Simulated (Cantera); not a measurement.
# MgO + H2O + H2 + HI (chemical vapour transport)

Input: 1 mol MgO, 2.7 mol H2O, 0.052 mol H2, 0.44 mol HI, equilibrated at 28.0 mbar.

Method: chemical equilibrium by Gibbs-energy minimisation in Cantera with the NASA 1993 tables (ideal gas, pure condensed phases). Candidate condensed phases: H2O, I2, Mg, MgI2, MgO, Mg(OH)2; 20 gas species. Equilibrium is a limit: real reactors are often held back by kinetics, nucleation or transport.

| T (K) | x H2O | x I | x HI | x H2 | x I2 | x H | n MgO(s) |
|---|---|---|---|---|---|---|---|
| 700 | 0.846 | 0.000621 | 0.118 | 0.0261 | 0.00947 | <1e-12 | 1.00 |
| 775 | 0.845 | 0.00231 | 0.115 | 0.0278 | 0.0103 | <1e-12 | 1.00 |
| 850 | 0.843 | 0.00665 | 0.110 | 0.0300 | 0.0105 | 2.12e-11 | 1.00 |
| 925 | 0.839 | 0.0153 | 0.102 | 0.0333 | 0.00953 | 2.84e-10 | 1.00 |
| 1000 | 0.834 | 0.0289 | 0.0917 | 0.0381 | 0.00761 | 2.65e-9 | 1.000 |
| 1075 | 0.826 | 0.0461 | 0.0779 | 0.0443 | 0.00531 | 1.85e-8 | 1.000 |
| 1150 | 0.819 | 0.0639 | 0.0629 | 0.0510 | 0.00331 | 1.01e-7 | 1.000 |
| 1225 | 0.812 | 0.0799 | 0.0486 | 0.0575 | 0.00192 | 4.47e-7 | 1.000 |
| 1300 | 0.807 | 0.0927 | 0.0366 | 0.0629 | 0.00108 | 1.66e-6 | 1.000 |
| 1375 | 0.803 | 0.102 | 0.0273 | 0.0672 | 0.000600 | 5.31e-6 | 1.000 |
| 1450 | 0.800 | 0.109 | 0.0203 | 0.0704 | 0.000340 | 1.50e-5 | 1.000 |
| 1525 | 0.798 | 0.114 | 0.0153 | 0.0727 | 0.000197 | 3.81e-5 | 1.000 |
| 1600 | 0.796 | 0.118 | 0.0117 | 0.0743 | 0.000118 | 8.86e-5 | 1.000 |
| 1675 | 0.795 | 0.120 | 0.00901 | 0.0755 | 7.28e-5 | 0.000191 | 1.000 |
x: gas mole fraction; n: condensed amount in mol.

From 700 K to 1675 K the condensed part is MgO(s).
